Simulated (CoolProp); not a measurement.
Carbonyl sulfide along the isobar 21.1 bar: density (kg/m³) from the reference equation and from simpler models built on Tc = 378.8 K, pc = 63.69 bar, ω = 0.098; each cubic takes its own stable root.

Computed with CoolProp (reference Helmholtz-energy equation of state, Lemmon 2006). It is a short technical equation, of lower accuracy than the large ones.

| T (K) | phase | reference |
|---|---|---|
| 363 | gas | 48.94 |
| 384.5 | gas | 44.82 |
| 405.9 | gas | 41.52 |
| 427.3 | gas | 38.78 |
| 448.7 | gas | 36.44 |
| 470.1 | gas | 34.40 |
| 491.5 | gas | 32.62 |
| 512.9 | gas | 31.03 |
| 534.3 | gas | 29.61 |
| 555.8 | gas | 28.32 |
| 577.2 | gas | 27.15 |
| 598.6 | gas | 26.08 |
| 620 | gas | 25.10 |

Q: How far does each simpler model (ideal gas, Redlich-Kwong, Soave-Redlich-Kwong) lie from the reference over these 13 states: mean and median of the absolute difference, and the worst?

A: 
- ideal gas: mean 6.1 %, median 4.9 %, worst -14.2 % at 363 K and 21.1 bar
- Redlich-Kwong: mean 0.3 %, median 0.3 %, worst +0.3 % at 491.5 K and 21.1 bar
- Soave-Redlich-Kwong: mean 0.1 %, median 0.1 %, worst -0.3 % at 620 K and 21.1 bar
